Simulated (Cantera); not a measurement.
Standard-state values (1 bar) from the NASA 1993 polynomials, evaluated with Cantera. Values are per mole of reaction as written; species without (g) are pure solids or liquids, kept so even where they would boil at 1 bar.

3 NO2(g) → 2 O3(g) + 3 N(g)

| T (K) | ΔH° (kJ) | ΔS° (J/K) | ΔG° (kJ) | log10 K |
|---|---|---|---|---|
| 500 | 1604.8 | 232.2 | 1488.7 | -155.52 |
| 650 | 1608.5 | 238.7 | 1453.4 | -116.79 |
| 800 | (withheld) | (withheld) | (withheld) | (withheld) |
| 950 | 1614.2 | 246.0 | 1380.5 | -75.91 |
| 1100 | (withheld) | (withheld) | (withheld) | (withheld) |
| 1250 | 1618.0 | 249.5 | 1306.2 | -54.58 |
| 1400 | 1619.5 | 250.6 | 1268.6 | -47.33 |
| 1550 | 1621.2 | 251.8 | 1231.0 | -41.48 |
| 1700 | (withheld) | (withheld) | (withheld) | (withheld) |
| 1850 | (withheld) | (withheld) | (withheld) | (withheld) |
| 2000 | 1629.2 | 256.2 | 1116.7 | -29.17 |

### Question
Some entries are withheld; supply them.

### Answer

- 800, ΔH° (kJ): 1611.6
- 800, ΔS° (J/K): 243.0
- 800, ΔG° (kJ): 1417.2
- 800, log10 K: -92.53
- 1100, ΔH° (kJ): 1616.3
- 1100, ΔS° (J/K): 248.1
- 1100, ΔG° (kJ): 1343.5
- 1100, log10 K: -63.79
- 1700, ΔH° (kJ): 1623.2
- 1700, ΔS° (J/K): 253.0
- 1700, ΔG° (kJ): 1193.1
- 1700, log10 K: -36.66
- 1850, ΔH° (kJ): 1625.8
- 1850, ΔS° (J/K): 254.5
- 1850, ΔG° (kJ): 1155.0
- 1850, log10 K: -32.61
